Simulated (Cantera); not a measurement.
An isothermal, constant-pressure homogeneous reactor starts with 9.09 % H2, 90.9 % O2, equivalence ratio 0.050, at 1448 K and 0.0158 atm.

Cantera simulation using the H2/O2 subset of GRI-Mech 3.0, which has no nitrogen chemistry; the numbers are that mechanism's predictions, not measurements. Radical loss at walls, strong at low pressure, is not modelled. The temperature is held fixed by assumption; the heat of reaction is taken as removed at once.

x: mole fraction; the columns are a selection and need not sum to one.

```tsv
t (s)	x H2	x O2	x O	x H2O2	x H	x HO2	x OH
0.000200	0.0909	0.909	1.18e-5	4.26e-9	7.75e-6	?	1.01e-5
0.000433	0.0836	0.904	0.00307	1.76e-8	0.00197	?	0.00252
0.000938	0.00282	0.838	0.0578	1.00e-7	0.0156	3.37e-6	0.0113
0.00203	0.00246	0.839	0.0571	9.51e-8	0.0146	3.32e-6	0.0108
0.00440	0.00233	0.843	0.0535	9.47e-8	0.0132	3.30e-6	0.0105
0.00953	0.00206	0.851	0.0465	9.33e-8	0.0108	3.22e-6	0.00996
0.0206	0.00160	0.864	0.0349	8.87e-8	0.00705	3.03e-6	0.00882
0.0447	0.000948	0.881	0.0200	7.61e-8	0.00309	?	0.00687
0.0969	0.000389	0.895	0.00799	5.37e-8	0.000784	?	0.00443
0.210	0.000116	0.901	0.00235	3.03e-8	0.000125	?	0.00243
0.454	3.05e-5	0.904	0.000616	1.47e-8	1.69e-5	?	0.00125
0.984	8.40e-6	0.904	0.000169	6.78e-9	2.43e-6	?	0.000655
2.13	2.64e-6	0.905	5.31e-5	3.27e-9	4.28e-7	?	0.000368
4.62	1.09e-6	0.905	2.19e-5	2.01e-9	1.13e-7	?	0.000236
10.0	7.55e-7	0.905	1.52e-5	1.76e-9	6.57e-8	?	0.000197
```

Task: Fill in the missing entries.

Result: 
- 0.000200, x HO2: 8.84e-7
- 0.000433, x HO2: 2.12e-6
- 0.0447, x HO2: 2.54e-6
- 0.0969, x HO2: 1.67e-6
- 0.210, x HO2: 7.87e-7
- 0.454, x HO2: 3.01e-7
- 0.984, x HO2: 1.33e-7
- 2.13, x HO2: 1.02e-7
- 4.62, x HO2: 1.20e-7
- 10.0, x HO2: 1.36e-7
